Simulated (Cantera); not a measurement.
Input: 1 mol ZrO₂, 57 mol H₂, 1.2 mol N₂, held at 1552 °C and 13.3 mbar.

These are equilibrium values from Cantera (NASA tables, ideal gas, pure condensed phases), not measurements of a reactor. Candidate condensed phases: H₂O, Zr, ZrN, ZrO₂; 28 gas species. Mutual solubility and eutectic melting of coexisting phases are not modelled. ZrN: taken at fixed stoichiometry. Condensed phases not in the tables: solid solutions among these carbides, nitrides and lower oxides. The numbers say what is thermodynamically allowed, not how fast it happens.

**Question.** What is the equilibrium state?

**Answer.** 
```json
{
  "x(H₂)": "0.976",
  "x(N₂)": "0.0206",
  "x(H)": "0.00377",
  "x(H₂O)": "1.70e-5",
  "n(ZrN(s))": "0.000494 mol",
  "n(ZrO₂(tetragonal))": "1.000 mol",
  "gas_amount": "58.31 mol",
  "log10 activity of Zr(β) (absent)": "-3.87"
}
```
